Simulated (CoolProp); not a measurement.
Vapour-liquid equilibrium of carbon dioxide (1) + hydrogen sulfide (2) at 278 K; x and y are mole fractions of (1).

Model: multi-fluid Helmholtz-energy mixture model, Span 1996 and Lemmon 2006; pair parameters Kunz 2012, in CoolProp.

```json
[
 {"x": "0.05", "bubble pressure, mixture model (bar)": "14.85", "bubble pressure, Raoult's law (bar)": "13.26", "y, mixture model": "0.213", "y, Raoult's law": "0.149"},
 {"x": "0.125", "bubble pressure, mixture model (bar)": "18.75", "bubble pressure, Raoult's law (bar)": "15.33", "y, mixture model": "0.396", "y, Raoult's law": "0.322"},
 {"x": "0.2", "bubble pressure, mixture model (bar)": "22.00", "bubble pressure, Raoult's law (bar)": "17.41", "y, mixture model": "0.503", "y, Raoult's law": "0.454"},
 {"x": "0.275", "bubble pressure, mixture model (bar)": "24.68", "bubble pressure, Raoult's law (bar)": "19.48", "y, mixture model": "0.574", "y, Raoult's law": "0.558"},
 {"x": "0.35", "bubble pressure, mixture model (bar)": "26.93", "bubble pressure, Raoult's law (bar)": "21.56", "y, mixture model": "0.626", "y, Raoult's law": "0.642"},
 {"x": "0.425", "bubble pressure, mixture model (bar)": "28.87", "bubble pressure, Raoult's law (bar)": "23.63", "y, mixture model": "0.669", "y, Raoult's law": "0.711"},
 {"x": "0.5", "bubble pressure, mixture model (bar)": "30.59", "bubble pressure, Raoult's law (bar)": "25.71", "y, mixture model": "0.706", "y, Raoult's law": "0.769"},
 {"x": "0.575", "bubble pressure, mixture model (bar)": "32.17", "bubble pressure, Raoult's law (bar)": "27.78", "y, mixture model": "0.742", "y, Raoult's law": "0.818"},
 {"x": "0.65", "bubble pressure, mixture model (bar)": "33.67", "bubble pressure, Raoult's law (bar)": "29.86", "y, mixture model": "0.778", "y, Raoult's law": "0.861"},
 {"x": "0.725", "bubble pressure, mixture model (bar)": "35.11", "bubble pressure, Raoult's law (bar)": "31.93", "y, mixture model": "0.816", "y, Raoult's law": "0.898"},
 {"x": "0.8", "bubble pressure, mixture model (bar)": "36.48", "bubble pressure, Raoult's law (bar)": "34.01", "y, mixture model": "0.859", "y, Raoult's law": "0.930"},
 {"x": "0.875", "bubble pressure, mixture model (bar)": "37.76", "bubble pressure, Raoult's law (bar)": "36.08", "y, mixture model": "0.907", "y, Raoult's law": "0.959"},
 {"x": "0.95", "bubble pressure, mixture model (bar)": "38.89", "bubble pressure, Raoult's law (bar)": "38.16", "y, mixture model": "0.960", "y, Raoult's law": "0.984"}
]
```

The largest gap from Raoult's law is +26.7 % in bubble pressure, at x = 0.275. No azeotrope shows between x = 0.05 and 0.95.

The pair parameters rest on a limited set of measurements; away from them the model extrapolates.
